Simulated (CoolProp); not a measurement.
The fluid at 298.15 K and 7.87 MPa flows at 15 m/s in a round tube of 1 mm bore and 45 µm roughness, fully developed (64/Re and Nu = 3.66 if laminar; Colebrook and Gnielinski if turbulent). The same conditions are run with several fluids, on thermodynamics alone (safety and materials aside).

Values from CoolProp's reference Helmholtz-energy equation of state of each fluid (C2F6 (R116): Lemmon 2006; dry air: Lemmon 2000; oxygen: Schmidt 1985; methane: Setzmann 1991; normal hydrogen: Leachman 2009). Blends and air are pseudo-pure fits.

| fluid | Reynolds number | Darcy friction factor | pressure drop (Pa/m) | heat-transfer coefficient (W/(m² K)) | mass flow (kg/h) |
|---|---|---|---|---|---|
| C2F6 (R116) | 160000 | 0.0683 | 8530000 | 80800 | 47.1 |
| dry air | 69700 | 0.0685 | 716000 | 16600 | 3.94 |
| oxygen | 70900 | 0.0685 | 817000 | 17200 | 4.49 |
| methane | 67100 | 0.0685 | 448000 | 22900 | 2.46 |
| normal hydrogen | 10200 | 0.0705 | 48500 | 14600 | 0.259 |

Transport values come from each fluid's own correlations; those of C2F6 (R116) are estimates that may be off by 10 % or more.
